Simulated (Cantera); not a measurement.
A closed system holds: 1 mol SiHCl3, 0.14 mol C3H8, 5.3 mol H2, equilibrated at 0.133 bar.

These are equilibrium values from Cantera (NASA tables, ideal gas, pure condensed phases), not measurements of a reactor. Candidate condensed phases: C, C6H6, C7H8, C8H18, Si, SiC; 109 gas species. The tables' values for SiCl3, SiCl are old estimates; treat these amounts as uncertain. Gases not in the tables: Si2H6 and higher silanes. Rates play no part.

x: gas mole fraction; n: condensed amount in mol.

```json
[
 {"T (°C)": "1150", "x H2": "0.737", "x HCl": "0.187", "x SiCl2": "0.0396", "x H": "1.56e-5", "x SiCl4": "0.0176", "x SiCl3": "0.0133", "n SiC(s)": "0.420"},
 {"T (°C)": "1250", "x H2": "0.714", "x HCl": "0.211", "x SiCl2": "0.0551", "x H": "5.35e-5", "x SiCl4": "0.00637", "x SiCl3": "0.0108", "n SiC(s)": "0.420"},
 {"T (°C)": "1350", "x H2": "0.702", "x HCl": "0.223", "x SiCl2": "0.0637", "x H": "0.000159", "x SiCl4": "0.00203", "x SiCl3": "0.00744", "n SiC(s)": "0.420"},
 {"T (°C)": "1450", "x H2": "0.697", "x HCl": "0.228", "x SiCl2": "0.0680", "x H": "[?]", "x SiCl4": "[?]", "x SiCl3": "0.00488", "n SiC(s)": "0.420"},
 {"T (°C)": "1550", "x H2": "0.694", "x HCl": "0.230", "x SiCl2": "0.0701", "x H": "0.000989", "x SiCl4": "0.000231", "x SiCl3": "0.00323", "n SiC(s)": "0.420"},
 {"T (°C)": "1650", "x H2": "0.692", "x HCl": "0.231", "x SiCl2": "0.0711", "x H": "0.00215", "x SiCl4": "8.85e-5", "x SiCl3": "0.00220", "n SiC(s)": "0.420"},
 {"T (°C)": "1750", "x H2": "0.689", "x HCl": "0.232", "x SiCl2": "0.0713", "x H": "[?]", "x SiCl4": "[?]", "x SiCl3": "0.00154", "n SiC(s)": "0.420"},
 {"T (°C)": "1850", "x H2": "0.684", "x HCl": "0.232", "x SiCl2": "0.0706", "x H": "0.00813", "x SiCl4": "1.67e-5", "x SiCl3": "0.00111", "n SiC(s)": "0.419"},
 {"T (°C)": "1950", "x H2": "0.676", "x HCl": "0.232", "x SiCl2": "0.0686", "x H": "0.0144", "x SiCl4": "8.00e-6", "x SiCl3": "0.000805", "n SiC(s)": "0.417"},
 {"T (°C)": "2050", "x H2": "0.662", "x HCl": "0.234", "x SiCl2": "0.0644", "x H": "0.0243", "x SiCl4": "4.03e-6", "x SiCl3": "0.000587", "n SiC(s)": "0.410"}
]
```

Task: Complete the blanks.

Result: 
- 1450, x H: 0.000417
- 1450, x SiCl4: 0.000658
- 1750, x H: 0.00432
- 1750, x SiCl4: 3.70e-5
